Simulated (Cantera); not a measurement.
A closed system holds: 1 mol Al2O3, 0.28 mol N2, at 1575 °C and 1.20e-5 bar.

Equilibrium computed with Cantera from the NASA thermochemical tables; the gas is ideal and each condensed phase is pure. Candidate condensed phases: Al, AlN, Al2O3; 16 gas species. The numbers say what is thermodynamically allowed, not how fast it happens.

Base state: N2 1.000, O 2.88e-5, Al 2.27e-5 (mole fractions); condensed: Al2O3(s).

Problem. What changes in the equilibrium state with this change: temperature from 1575 °C to 2650 °C?

Solution. 
```tsv
species	before	after
O	2.88e-5	0.565
Al	2.27e-5	0.377
N2	1.000	0.0527
N	2.43e-8	0.000554
O2	2.78e-7	0.000515
AlO	2.38e-6	0.00335
Al2O3(s), mol	1.000	0
```
